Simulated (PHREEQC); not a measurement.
Consider water at 30 °C with 0.0077 mol/kgw H2SO4, 0.0038 mol/kgw K2SO4 and 0.083 mol/kgw CuSO4. Closed to the air; pH follows from the charge balance.

All values are PHREEQC results (ion-association model, phreeqc.dat), not measurements.

No solid was allowed to form.

Order these S species by the share of S that they hold, largest first: KSO4-, CuSO4, SO4-2, HSO4-.

SO4-2 (48 %), CuSO4 (41 %), HSO4- (9.9 %), KSO4- (0.72 %)

The pH is 2.32 and the ionic strength 0.190 mol/kgw. Species that the database lacks are ignored.
